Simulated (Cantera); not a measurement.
## Stirred combustor or abatement burner

A perfectly stirred reactor is fed with 11.2 % CH4, 18.7 % O2, 70.1 % N2, at 10.0 bar; it is adiabatic with a 725 K inlet, and is followed from long to short residence time, starting on the burning branch (τ in s: 0.044, 0.023, 0.012, 0.0061, 0.0031, 0.0016, 0.00084, 0.00043, 0.00022, 0.00012, 5.9e-05, 3.1e-05, 1.6e-05).

Detailed kinetics in Cantera: GRI-Mech 3.0 (53 species, 325 reactions).

```json
[
 {"τ (s)": "0.044", "T (K)": "2443", "x CH4": "4.03e-6", "x O2": "0.000150", "x C2H6": "8.92e-12", "x HCN": "7.49e-7", "x CH2CO": "7.88e-9"},
 {"τ (s)": "0.023", "T (K)": "2442", "x CH4": "7.27e-6", "x O2": "0.000174", "x C2H6": "2.97e-11", "x HCN": "1.35e-6", "x CH2CO": "1.48e-8"},
 {"τ (s)": "0.012", "T (K)": "2441", "x CH4": "1.26e-5", "x O2": "0.000217", "x C2H6": "9.35e-11", "x HCN": "2.38e-6", "x CH2CO": "2.74e-8"},
 {"τ (s)": "0.0061", "T (K)": "2438", "x CH4": "2.15e-5", "x O2": "0.000294", "x C2H6": "2.85e-10", "x HCN": "4.11e-6", "x CH2CO": "5.11e-8"},
 {"τ (s)": "0.0031", "T (K)": "2434", "x CH4": "3.46e-5", "x O2": "0.000422", "x C2H6": "7.91e-10", "x HCN": "6.73e-6", "x CH2CO": "9.32e-8"},
 {"τ (s)": "0.0016", "T (K)": "2428", "x CH4": "5.30e-5", "x O2": "0.000626", "x C2H6": "1.98e-9", "x HCN": "1.03e-5", "x CH2CO": "1.63e-7"},
 {"τ (s)": "0.00084", "T (K)": "2420", "x CH4": "7.83e-5", "x O2": "0.000935", "x C2H6": "4.56e-9", "x HCN": "1.50e-5", "x CH2CO": "2.77e-7"},
 {"τ (s)": "0.00043", "T (K)": "2408", "x CH4": "0.000117", "x O2": "0.00143", "x C2H6": "1.05e-8", "x HCN": "2.11e-5", "x CH2CO": "4.74e-7"},
 {"τ (s)": "0.00022", "T (K)": "2392", "x CH4": "0.000177", "x O2": "0.00218", "x C2H6": "2.42e-8", "x HCN": "2.87e-5", "x CH2CO": "8.14e-7"},
 {"τ (s)": "0.00012", "T (K)": "2373", "x CH4": "0.000266", "x O2": "0.00321", "x C2H6": "5.39e-8", "x HCN": "3.70e-5", "x CH2CO": "1.37e-6"},
 {"τ (s)": "5.9e-5", "T (K)": "2343", "x CH4": "0.000457", "x O2": "0.00510", "x C2H6": "1.55e-7", "x HCN": "4.87e-5", "x CH2CO": "2.72e-6"},
 {"τ (s)": "3.1e-5", "T (K)": "2304", "x CH4": "0.000832", "x O2": "0.00810", "x C2H6": "5.22e-7", "x HCN": "6.14e-5", "x CH2CO": "6.03e-6"},
 {"τ (s)": "1.6e-5", "T (K)": "2219", "x CH4": "0.00234", "x O2": "0.0165", "x C2H6": "4.98e-6", "x HCN": "6.72e-5", "x CH2CO": "2.65e-5"}
]
```
x: mole fraction; the columns are a selection and need not sum to one.
